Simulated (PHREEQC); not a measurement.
0.076 g of hydrous ferric oxide (600 m²/g; 0.2 weak and 0.005 strong sites per Fe, Dzombak-Morel constants, diffuse double layer) in 1 kg of water with 0.01 mol/kgw of an inert sodium salt, at 25 °C; the pH is set by adding NaOH or the inert anion's acid. O2 is buffered at 0.21 atm. No CO2 enters from the air. Precipitation was switched off in this run.

Base run: PHREEQC, ion-association model, wateq4f.dat. Each further column changes one thing. The table gives surface charge σ (C/m²).

```csv
pH,base,background salt from 0.01 to 0.001 mol/kgw,oxide from 0.076 to 0.38 g/kgw,0.0001 mol/kgw Na2SeO4 added
3,0.325,…,0.325,0.067
4,0.216,…,0.217,0.060
5.5,0.077,0.031,0.077,0.037
6.5,0.030,0.011,0.030,0.023
7.5,0.008,…,0.008,0.008
8.5,-0.005,-0.002,-0.005,-0.005
10,-0.040,…,-0.040,-0.041
11,-0.099,…,-0.100,-0.100
```

Fill in the missing entries.


- 3, background salt from 0.01 to 0.001 mol/kgw: 0.253
- 4, background salt from 0.01 to 0.001 mol/kgw: 0.118
- 7.5, background salt from 0.01 to 0.001 mol/kgw: 0.003
- 10, background salt from 0.01 to 0.001 mol/kgw: -0.015
- 11, background salt from 0.01 to 0.001 mol/kgw: -0.054

The oxide is taken as insoluble; below pH 4 it would dissolve.
